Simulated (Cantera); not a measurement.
**TiCl4 + O2 (titanium nitride, carbide and oxide coatings)**

A closed system holds: 1 mol TiCl4, a varied amount of O2, held at 725 °C and 2.70 Torr.

Method: chemical equilibrium by Gibbs-energy minimisation in Cantera with the NASA 1993 tables (ideal gas, pure condensed phases). Candidate condensed phases: Ti, TiCl2, TiCl3, TiCl4, TiO, TiO2, Ti2O3, Ti3O5, Ti4O7; 15 gas species. Condensed phases not in the tables: TiOCl. Kinetics and transport are ignored.

From 0.69 mol O2 to 4.5 mol O2 the condensed part is TiO2(rutile). The main Ti-bearing gas is TiCl4 throughout.

| n(O2) (mol) | log p Cl2 | log p O2 | log p TiCl4 | log p Cl | log p ClO | log p TiCl3 | n TiO2(rutile) |
|---|---|---|---|---|---|---|---|
| 0.69 | -2.53 | -8.17 | -3.18 | -4.69 | -9.98 | -9.89 | 0.690 |
| 0.8 | -2.50 | -7.88 | -3.40 | -4.67 | -9.81 | -10.13 | 0.800 |
| 0.94 | -2.46 | -7.25 | -3.95 | -4.65 | -9.48 | -10.70 | 0.940 |
| 1.1 | -2.47 | -3.77 | -7.45 | -4.66 | -7.74 | -14.19 | 1.000 |
| 1.3 | -2.51 | -3.33 | -7.96 | -4.68 | -7.55 | <-14 | 1.000 |
| 1.5 | -2.54 | -3.14 | -8.22 | -4.69 | -7.47 | <-14 | 1.000 |
| 1.8 | -2.59 | -2.99 | -8.48 | -4.72 | -7.42 | <-14 | 1.000 |
| 2.1 | -2.64 | -2.89 | -8.66 | -4.74 | -7.39 | <-14 | 1.000 |
| 2.4 | -2.68 | -2.83 | -8.80 | -4.76 | -7.38 | <-14 | 1.000 |
| 2.8 | -2.73 | -2.77 | -8.96 | -4.79 | -7.37 | <-14 | 1.000 |
| 3.3 | -2.78 | -2.72 | -9.12 | -4.81 | -7.37 | <-14 | 1.000 |
| 3.9 | -2.84 | -2.67 | -9.28 | -4.84 | -7.38 | <-14 | 1.000 |
| 4.5 | -2.89 | -2.64 | -9.41 | -4.87 | -7.39 | <-14 | 1.000 |
log p: log10 of the partial pressure in bar; n: condensed amount in mol.
